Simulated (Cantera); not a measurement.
Input: 1 mol MgCO₃, a varied amount of SO₂, 16 mol N₂, 4.1 mol O₂, equilibrated at 1073 K and 1 atm.

These are equilibrium values from Cantera (NASA tables, ideal gas, pure condensed phases), not measurements of a reactor. Candidate condensed phases: C, Mg, MgCO₃, MgO, MgS, MgSO₄, S; 40 gas species. Mutual solubility and eutectic melting of coexisting phases are not modelled. Rates play no part.

Q: At 0.41 mol SO₂, list the 6 most abundant gas species with their mole fractions, and the condensed phases.

A: N₂ 0.766, O₂ 0.186, CO₂ 0.0478, SO₂ 0.000137, NO 6.14e-5, SO₃ 4.84e-5. Condensed: MgO(s) + MgSO₄(s).
